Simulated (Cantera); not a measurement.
## Equilibrium for silicon etching in halogen gases: Si + Br2 + H2

Charge: 1 mol Si, 1.8 mol Br2, 13 mol H2, equilibrated at 13300 Pa.

Cantera equilibrium calculation (NASA polynomials, part measured and part estimated; ideal gas, pure solids and liquids). Candidate condensed phases: Br2, Si; 19 gas species. The tables' values for SiBr3 are old estimates; treat these amounts as uncertain. Rates play no part.

```
T (°C)  log p H2  log p HBr  log p SiBr4  log p SiBr2  log p SiHBr3  log p SiBr3  n Si(s)
------  --------  ---------  -----------  -----------  ------------  -----------  -------
402        -0.91      -4.00        -2.09        -7.61         -3.16        -6.85   0.0829
502        -0.91      -3.35        -2.10        -6.10         -3.11        -5.78   0.0891
602        -0.91      -2.86        -2.12        -4.94         -3.08        -4.96    0.111
702        -0.91      -2.48        -2.15        -4.03         -3.07        -4.33    0.157
802        -0.92      -2.18        -2.23        -3.32         -3.11        -3.85    0.223
902        -0.94      -1.96        -2.38        -2.78         -3.21        -3.53    0.279
1002       -0.95      -1.82        -2.69        -2.42         -3.43        -3.39    0.282
1102       -0.96      -1.77        -3.21        -2.24         -3.81        -3.46    0.243
```
log p: log10 of the partial pressure in bar; n: condensed amount in mol.

From 402 °C to 1102 °C the condensed part is Si(s). The main Si-bearing gas is SiBr4 at 402 °C and SiBr2 at 1102 °C. The share of Si in condensed phases is highest at 1002 °C (28.2 %) and lowest at 402 °C (8.3 %).
